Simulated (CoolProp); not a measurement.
Saturated liquid density (kg/m³) of R21: the reference equation beside estimates from Tc = 179.6 °C, pc = 5.289 MPa, ω = 0.206. Rackett uses Z = 0.29056 − 0.08775 ω.

Values from CoolProp's reference Helmholtz-energy equation of state, Platzer 1990. This equation is an older, rougher fit; its heat capacities, sound speeds and derivatives of the liquid may be far off and weren't checked against measurements.

```csv
T (°C),reference,Rackett,Soave-Redlich-Kwong
11.45,1400,1414,1314
22.95,1372,1386,1287
34.55,1344,1358,1258
46.05,1315,1328,1228
57.55,1285,1297,1196
69.15,1253,1265,1161
80.65,1219,1232,1123
92.25,1184,1196,1083
103.75,1146,1158,1039
115.35,1104,1117,990.0
126.85,1059,1072,936.5
138.45,1007,1022,875.7
149.95,947.1,963.7,805.8
161.55,870.0,890.5,719.9
```

Absolute difference from the reference over all 14 rows, mean and median: Rackett 1.2 and 1.0 %, Soave-Redlich-Kwong 9.5 and 8.2 %.
